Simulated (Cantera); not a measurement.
An adiabatic, constant-volume homogeneous reactor starts with CH₄ : H₂ : O₂ : N₂ = 1 : 0.23 : 1.18 : 4.42 (molar parts), at 1523 K and 4.93 atm. Integrator tolerance rtol = 1e-08.

Model: GRI-Mech 3.0 (53 species, 325 reactions), integrated in Cantera.

**Question.** What does this change do: initial temperature 1523 to 1300 K?

**Answer.** 
| quantity | before | after |
|---|---|---|
| time of steepest temperature rise | 0.135 ms | 0.809 ms |
| temperature at 0.100 s | 2954 K | 2817 K |
| equilibrium temperature | 2954 K | 2817 K |
| x(CH₄) at 0.100 s | 1.26e-10 (gas-phase equilibrium 1.43e-10) | 2.40e-10 (gas-phase equilibrium 2.70e-10) |
| x(H₂) at 0.100 s | 0.128 (gas-phase equilibrium 0.128) | 0.130 (gas-phase equilibrium 0.130) |
| x(O₂) at 0.100 s | 0.000187 (gas-phase equilibrium 0.000187) | 6.32e-5 (gas-phase equilibrium 6.32e-5) |
| x(H) at 0.100 s | 0.0148 (gas-phase equilibrium 0.0148) | 0.00901 (gas-phase equilibrium 0.00901) |
| x(CH₃) at 0.100 s | 2.34e-10 (gas-phase equilibrium 2.65e-10) | 2.76e-10 (gas-phase equilibrium 3.11e-10) |
| x(C₂H₂) at 0.100 s | <1e-12 (gas-phase equilibrium <1e-12) | <1e-12 (gas-phase equilibrium <1e-12) |
| x(H₂O) at 0.100 s | 0.150 (gas-phase equilibrium 0.150) | 0.154 (gas-phase equilibrium 0.154) |

**Question.** What does this change do: initial temperature 1523 to 1575 K?

**Answer.** 
```
quantity                                                              before                                      after
---------------------------------  -----------------------------------------  -----------------------------------------
time of steepest temperature rise                                   0.135 ms                                    91.1 µs
temperature at 0.100 s                                                2954 K                                     2983 K
equilibrium temperature                                               2954 K                                     2983 K
x(CH₄) at 0.100 s                  1.26e-10 (gas-phase equilibrium 1.43e-10)  1.11e-10 (gas-phase equilibrium 1.25e-10)
x(H₂) at 0.100 s                         0.128 (gas-phase equilibrium 0.128)        0.127 (gas-phase equilibrium 0.127)
x(O₂) at 0.100 s                   0.000187 (gas-phase equilibrium 0.000187)  0.000232 (gas-phase equilibrium 0.000232)
x(H) at 0.100 s                        0.0148 (gas-phase equilibrium 0.0148)      0.0164 (gas-phase equilibrium 0.0164)
x(CH₃) at 0.100 s                  2.34e-10 (gas-phase equilibrium 2.65e-10)  2.26e-10 (gas-phase equilibrium 2.56e-10)
x(C₂H₂) at 0.100 s                     <1e-12 (gas-phase equilibrium <1e-12)      <1e-12 (gas-phase equilibrium <1e-12)
x(H₂O) at 0.100 s                        0.150 (gas-phase equilibrium 0.150)        0.149 (gas-phase equilibrium 0.149)
```
